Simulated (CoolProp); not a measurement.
C3F8 (R218) along the isotherm 166.85 °C: Z from the reference equation and from simpler models built on Tc = 71.9 °C, pc = 2.640 MPa, ω = 0.317; each cubic takes its own stable root.

Model: reference Helmholtz-energy equation of state, Lemmon 2006, in CoolProp. It is a short technical equation, of lower accuracy than the large ones.

| p (MPa) | phase | reference | van der Waals | Redlich-Kwong | Soave-Redlich-Kwong | Peng-Robinson |
|---|---|---|---|---|---|---|
| 1.65 | gas | 0.9138 | 0.8920 | 0.8946 | 0.9173 | 0.9009 |
| 3.3 | supercritical | 0.8247 | 0.7675 | 0.7874 | 0.8401 | 0.8116 |
| 4.95 | supercritical | 0.7461 | 0.6442 | 0.6934 | 0.7785 | 0.7425 |
| 6.6 | supercritical | 0.6975 | 0.6085 | 0.6431 | 0.7445 | 0.7038 |
| 8.25 | supercritical | 0.6858 | 0.6465 | 0.6426 | 0.7409 | 0.6956 |
| 9.9 | supercritical | 0.7034 | 0.7070 | 0.6698 | 0.7595 | 0.7090 |
| 11.6 | supercritical | 0.7399 | 0.7768 | 0.7108 | 0.7925 | 0.7362 |
| 13.2 | supercritical | 0.7832 | 0.8453 | 0.7549 | 0.8307 | 0.7688 |
